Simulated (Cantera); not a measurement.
## Si + HCl + H2 (chlorosilane synthesis and conversion)

Input: 1 mol Si, a varied amount of HCl, 8.6 mol H2, held at 277 °C and 15000 Torr.

These are equilibrium values from Cantera (NASA tables, ideal gas, pure condensed phases), not measurements of a reactor. Candidate condensed phases: Si; 19 gas species. Kinetics and transport are ignored.

```json
[
 {"n(HCl) (mol)": "0.56", "x H2": "0.980", "x HCl": "2.24e-6", "x SiCl4": "0.00419", "x SiHCl3": "0.0139", "x SiH2Cl2": "0.00194", "x SiH3Cl": "4.99e-5", "n Si(s)": "0.820"},
 {"n(HCl) (mol)": "0.75", "x H2": "0.974", "x HCl": "2.44e-6", "x SiCl4": "0.00594", "x SiHCl3": "0.0180", "x SiH2Cl2": "0.00229", "x SiH3Cl": "5.39e-5", "n Si(s)": "0.761"},
 {"n(HCl) (mol)": "1", "x H2": "0.966", "x HCl": "2.64e-6", "x SiCl4": "0.00830", "x SiHCl3": "0.0230", "x SiH2Cl2": "0.00269", "x SiH3Cl": "5.79e-5", "n Si(s)": "0.684"},
 {"n(HCl) (mol)": "1.3", "x H2": "0.957", "x HCl": "2.83e-6", "x SiCl4": "0.0112", "x SiHCl3": "0.0287", "x SiH2Cl2": "0.00310", "x SiH3Cl": "6.15e-5", "n Si(s)": "0.592"},
 {"n(HCl) (mol)": "1.8", "x H2": "0.943", "x HCl": "3.07e-6", "x SiCl4": "0.0160", "x SiHCl3": "0.0372", "x SiH2Cl2": "0.00365", "x SiH3Cl": "6.58e-5", "n Si(s)": "0.440"},
 {"n(HCl) (mol)": "2.4", "x H2": "0.928", "x HCl": "3.29e-6", "x SiCl4": "0.0217", "x SiHCl3": "0.0463", "x SiH2Cl2": "0.00417", "x SiH3Cl": "6.93e-5", "n Si(s)": "0.259"},
 {"n(HCl) (mol)": "3.2", "x H2": "0.909", "x HCl": "3.50e-6", "x SiCl4": "0.0289", "x SiHCl3": "0.0569", "x SiH2Cl2": "0.00473", "x SiH3Cl": "7.22e-5", "n Si(s)": "0.0200"},
 {"n(HCl) (mol)": "4.2", "x H2": "0.898", "x HCl": "0.0170", "x SiCl4": "0.0847", "x SiHCl3": "3.39e-5", "x SiH2Cl2": "5.73e-10", "x SiH3Cl": "<1e-12", "n Si(s)": "0"},
 {"n(HCl) (mol)": "5.6", "x H2": "0.803", "x HCl": "0.121", "x SiCl4": "0.0758", "x SiHCl3": "3.80e-6", "x SiH2Cl2": "8.04e-12", "x SiH3Cl": "<1e-12", "n Si(s)": "0"}
]
```
x: gas mole fraction; n: condensed amount in mol.

From 0.56 mol HCl to 3.2 mol HCl the condensed part is Si(s). From 4.2 mol HCl to 5.6 mol HCl nothing is condensed. The main Si-bearing gas is SiHCl3 at 0.56 mol HCl and SiCl4 at 5.6 mol HCl.
